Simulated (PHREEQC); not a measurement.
1.1 g of hydrous ferric oxide (600 m²/g; 0.2 weak and 0.005 strong sites per Fe, Dzombak-Morel constants, diffuse double layer) in 1 kg of water with 0.1 mol/kgw of an inert sodium salt and 0.00097 mol/kgw MgCl2, at 25 °C; the pH is set by adding NaOH or the inert anion's acid. Oxygen is held at 0.21 atm. No CO2 enters from the air. Nothing may precipitate in this run.

The series has 13 steps of pH, from 3 to 9.

Equilibrium calculation in PHREEQC: ion-association model, wateq4f.dat.

Q: Near which pH is half of the Mg sorbed, and on which side is more sorbed?

A: Near pH 8.2, with more sorbed at higher pH.

Q: At which pH does the surface charge pass through zero?

A: Near pH 9.0.

Complexes and solids missing from the database can't appear. The oxide is taken as insoluble; below pH 4 it would dissolve.
